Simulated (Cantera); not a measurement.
A perfectly stirred reactor is fed with CH₃OH : O₂ : N₂ : CO₂ = 1 : 1.07 : 4.03 : 0.9 (molar parts), at 0.230 bar; it is adiabatic with a 300 K inlet, and is followed from long to short residence time, starting on the burning branch (τ in s: 0.037, 0.02, 0.011, 0.0057, 0.0031, 0.0017, 0.00089, 0.00048, 0.00026, 0.00014, 7.3e-05, 3.9e-05).

Computed with Cantera and GRI-Mech 3.0 (53 species, 325 reactions). GRI-Mech 3.0 was tuned for natural gas; its chemistry of methanol as a main component is partial and can be far from experiment.

Q: Predict: blow-out, bracketed by the residence times tried; x(CH₃OH) at τ = 37.0 ms; x(O₂) at τ = 37.0 ms; x(CO₂) at τ = 37.0 ms; x(H₂O₂) at τ = 37.0 ms; x(CH₂) at τ = 37.0 ms; x(CH₃OH) at τ = 0.890 ms; x(O₂) at τ = 0.890 ms; x(CO₂) at τ = 0.890 ms.

A: 
```
Property                                                                       Result
------------------------------------------------  -----------------------------------
blow-out, bracketed by the residence times tried  burning at 1.70 ms, out at 0.890 ms
x(CH₃OH) at τ = 37.0 ms                                                       8.18e-6
x(O₂) at τ = 37.0 ms                                                          0.00166
x(CO₂) at τ = 37.0 ms                                                           0.160
x(H₂O₂) at τ = 37.0 ms                                                        7.58e-8
x(CH₂) at τ = 37.0 ms                                                         2.22e-7
x(CH₃OH) at τ = 0.890 ms                                                        0.143
x(O₂) at τ = 0.890 ms                                                           0.153
x(CO₂) at τ = 0.890 ms                                                          0.129
```
